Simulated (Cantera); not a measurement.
Input: 1 mol BN, 3.7 mol HCl, 38 mol N2, 15 mol O2, held at 1750 °C and 7.50 Torr.

Cantera equilibrium calculation (NASA polynomials, part measured and part estimated; ideal gas, pure solids and liquids). Candidate condensed phases: B, BN, B2O3, B3O3H3, H2O, NH4Cl; 49 gas species. The tables' values for BOCl are old estimates; treat these amounts as uncertain. The numbers say what is thermodynamically allowed, not how fast it happens.

Base state: N2 0.663, O2 0.230, Cl 0.0385, HCl 0.0254, H2O 0.0121, HBO2 0.0117, NO 0.00783, O 0.00382 (mole fractions); condensed: gas only.

Problem. What changes in the equilibrium state with this change: 0.27 mol NH3 added?

Solution. 
| species | before | after |
|---|---|---|
| N2 | 0.663 | 0.662 |
| O2 | 0.230 | 0.226 |
| Cl | 0.0385 | 0.0357 |
| H2O | 0.0121 | 0.0169 |
| HCl | 0.0254 | 0.0279 |
| HBO2 | 0.0117 | 0.0124 |
| H2 | 8.61e-5 | 0.000122 |
| B2O3 | 0.00123 | 0.000990 |
| BOCl | 0.000136 | 0.000113 |
| H | 0.000176 | 0.000210 |
| OH | 0.00257 | 0.00303 |

Problem. What changes in the equilibrium state with this change: temperature from 1750 °C to 652 °C?

Solution. 
```json
[
 {"species": "N2", "before": "0.663", "after": "0.685"},
 {"species": "O2", "before": "0.230", "after": "0.249"},
 {"species": "HCl", "before": "0.0254", "after": "0.0488"},
 {"species": "Cl", "before": "0.0385", "after": "0.000106"},
 {"species": "HBO2", "before": "0.0117", "after": "4.39e-6"},
 {"species": "H2O", "before": "0.0121", "after": "0.00849"},
 {"species": "O", "before": "0.00382", "after": "<1e-9"},
 {"species": "BO2", "before": "0.00301", "after": "<1e-9"},
 {"species": "B2O3", "before": "0.00123", "after": "<1e-9"},
 {"species": "H", "before": "0.000176", "after": "<1e-9"},
 {"species": "B2O3(l), mol", "before": "0", "after": "0.500"}
]
```

Problem. What changes in the equilibrium state with this change: temperature from 1750 °C to 650 °C?

Solution. 
| species | before | after |
|---|---|---|
| N2 | 0.663 | 0.685 |
| O2 | 0.230 | 0.249 |
| HCl | 0.0254 | 0.0487 |
| Cl | 0.0385 | 0.000103 |
| HBO2 | 0.0117 | 4.20e-6 |
| H2O | 0.0121 | 0.00854 |
| O | 0.00382 | <1e-9 |
| BO2 | 0.00301 | <1e-9 |
| B2O3 | 0.00123 | <1e-9 |
| H | 0.000176 | <1e-9 |
| BOCl | 0.000136 | <1e-9 |
| B2O3(l), mol | 0 | 0.500 |
